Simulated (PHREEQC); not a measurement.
Solution (25 °C): 190 mmol/kgw Na2SO4 and 66 mmol/kgw KCl. Closed to the air; pH follows from the charge balance.

Model: Pitzer model, pitzer.dat, run in PHREEQC.

Each row changes one thing in this solution. Precipitation was switched off in this run.

| case | pH | ionic strength (mol/kgw) | HSO4- (mol/kgw) | SI of Mirabilite (Na2SO4:10H2O) | SI of Arcanite (K2SO4) |
|---|---|---|---|---|---|
| as made | 7.27 | 0.636 | 2.02e-7 | -1.69 | -2.57 |
| KCl replaced by K2CO3 at the same molality | 11.18 | 0.766 | 2.40e-11 | -1.78 | -2.02 |
| 0.044 mol/kgw KHCO3 added | 7.91 | 0.681 | 4.44e-8 | -1.74 | -2.16 |
| diluted 100-fold with water | 7.03 | 0.00636 | 1.33e-8 | -6.55 | -7.43 |
